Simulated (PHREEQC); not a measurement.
Consider water at 20 °C with 0.012 mol MgSO4 and 0.0064 mol KBr per kg of water. Closed to the air; pH follows from the charge balance.

The numbers come from PHREEQC with the ion-association model, phreeqc.dat.

No solid was allowed to form.

What ionic strength does the model give?

ionic strength 0.0397 mol/kgw.

In which forms is S present?

SO4-2 69 %, MgSO4 30 %, KSO4- 1.3 % of the S.

Species that the database lacks are ignored.
